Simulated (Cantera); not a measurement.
**Gas-phase reforming**

An isothermal, constant-pressure homogeneous reactor starts with CH4 : CO2 = 1 : 1.7 (molar parts), at 2073 K and 1.68 atm.

Computed with Cantera and GRI-Mech 3.0 (53 species, 325 reactions).

| t (s) | x CH4 | x CO2 | x C2H2 | x CH2 | x H2 | x CO | x C2H6 |
|---|---|---|---|---|---|---|---|
| 8.00e-5 | 0.110 | 0.446 | 0.0809 | 1.61e-5 | 0.221 | 0.0732 | 0.000337 |
| 0.000186 | 0.0500 | 0.329 | 0.103 | 1.34e-5 | 0.217 | 0.164 | 9.08e-5 |
| 0.000433 | 0.0171 | 0.199 | 0.106 | 1.30e-5 | 0.168 | 0.287 | 1.92e-5 |
| 0.00101 | 0.00902 | 0.123 | 0.0843 | 1.05e-5 | 0.167 | 0.380 | 6.82e-6 |
| 0.00234 | 0.00754 | 0.0866 | 0.0528 | 5.96e-6 | 0.213 | 0.443 | 3.51e-6 |
| 0.00544 | 0.00530 | 0.0605 | 0.0250 | 2.89e-6 | 0.261 | 0.493 | 1.33e-6 |
| 0.0126 | 0.00258 | 0.0449 | 0.00680 | 1.06e-6 | 0.297 | 0.524 | 2.67e-7 |
| 0.0294 | 0.000403 | 0.0392 | 0.000387 | 1.39e-7 | 0.313 | 0.535 | 6.12e-9 |
| 0.0684 | 4.18e-7 | 0.0387 | 1.42e-7 | 1.42e-10 | 0.315 | 0.535 | <1e-12 |
| 0.159 | 1.20e-8 | 0.0387 | 1.79e-11 | 4.15e-12 | 0.315 | 0.535 | <1e-12 |
| 0.370 | 1.20e-8 | 0.0387 | 1.79e-11 | 4.15e-12 | 0.315 | 0.535 | <1e-12 |
| 0.860 | 1.20e-8 | 0.0387 | 1.79e-11 | 4.15e-12 | 0.315 | 0.535 | <1e-12 |
| 2.00 | 1.20e-8 | 0.0387 | 1.79e-11 | 4.15e-12 | 0.315 | 0.535 | <1e-12 |
x: mole fraction; the columns are a selection and need not sum to one.

Equilibrium at this temperature and pressure: CH4 1.34e-8, CO2 0.0387, C2H2 2.00e-11, CH2 4.64e-12, H2 0.315, CO 0.535, C2H6 <1e-12 (gas phase only).
